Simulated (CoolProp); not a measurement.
Vapour pressure (MPa) of water: the reference equation beside estimates from Tc = 647.1 K, pc = 22.06 MPa, ω = 0.344. Clausius-Clapeyron is anchored at 430.8 K with a constant enthalpy of vaporisation of 37.64 kJ/mol.

Values from CoolProp's reference Helmholtz-energy equation of state, Wagner 2002.

```csv
T (K),reference,Lee-Kesler,Clausius-Clapeyron,Redlich-Kwong
430.8,0.5822,0.5718,0.5822,1.245
444.4,0.8164,0.8115,0.8030,1.639
458,1.120,1.123,1.087,2.116
471.6,1.505,1.520,1.445,2.687
485.2,1.987,2.017,1.891,3.359
498.8,2.581,2.627,2.439,4.141
512.4,3.303,3.368,3.104,5.043
525.9,4.164,4.247,3.894,6.063
539.5,5.196,5.294,4.838,7.227
553.1,6.412,6.524,5.947,8.533
566.7,7.834,7.955,7.237,9.990
580.3,9.487,9.612,8.728,11.61
593.9,11.40,11.52,10.44,13.39
607.4,13.58,13.69,12.36,15.32
```

Absolute difference from the reference over all 14 rows, mean and median: Lee-Kesler 1.4 and 1.5 %, Clausius-Clapeyron 5.6 and 6.3 %, Redlich-Kwong 54.4 and 49.1 %.
